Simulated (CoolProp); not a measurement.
Properties of ethylene along the isobar 65.1 bar.

Model: reference Helmholtz-energy equation of state, Smukala 2000, in CoolProp.

```csv
T (K),phase,Z,cv (kJ/(kg K)),speed of sound (m/s),expansivity (1/kK)
244.7,liquid,0.1979,1.343,788.3,4.538
274,liquid,0.2127,1.425,510.6,9.542
303.3,supercritical,0.4977,1.577,251.0,28.80
332.7,supercritical,0.7009,1.501,292.5,8.973
362,supercritical,0.7932,1.549,320.8,5.783
391.3,supercritical,0.8502,1.626,343.3,4.412
420.7,supercritical,0.8891,1.714,362.7,3.627
450,supercritical,0.9171,1.804,379.9,3.113
```
